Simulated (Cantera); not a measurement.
## Silicon etching in halogen gases: Si + HBr

Charge: 1 mol Si, a varied amount of HBr, at 1023 K and 0.0600 Torr.

Method: chemical equilibrium by Gibbs-energy minimisation in Cantera with the NASA 1993 tables (ideal gas, pure condensed phases). Candidate condensed phases: Br₂, Si; 19 gas species. The tables' values for SiBr₃ are old estimates; treat these amounts as uncertain. The numbers say what is thermodynamically allowed, not how fast it happens.

At 3.1 mol HBr the condensed part is Si(s). From 6.9 mol HBr to 29 mol HBr nothing is condensed. The main Si-bearing gas is SiBr₄ throughout.

| n(HBr) (mol) | x HBr | x H₂ | x SiBr₄ | x SiBr₂ | x SiBr₃ | x Br | n Si(s) |
|---|---|---|---|---|---|---|---|
| 3.1 | 0.224 | 0.474 | 0.168 | 0.121 | 0.00993 | 0.000211 | 0.205 |
| 6.9 | 0.514 | 0.318 | 0.150 | 0.0137 | 0.00315 | 0.000592 | 0 |
| 11 | 0.703 | 0.196 | 0.0954 | 0.00289 | 0.00115 | 0.00103 | 0 |
| 14 | 0.770 | 0.152 | 0.0745 | 0.00146 | 0.000725 | 0.00128 | 0 |
| 18 | 0.823 | 0.117 | 0.0575 | 0.000760 | 0.000459 | 0.00156 | 0 |
| 22 | 0.855 | 0.0953 | 0.0467 | 0.000465 | 0.000324 | 0.00180 | 0 |
| 26 | 0.878 | 0.0804 | 0.0394 | 0.000314 | 0.000244 | 0.00201 | 0 |
| 29 | 0.890 | 0.0720 | 0.0352 | 0.000244 | 0.000204 | 0.00215 | 0 |
x: gas mole fraction; n: condensed amount in mol.
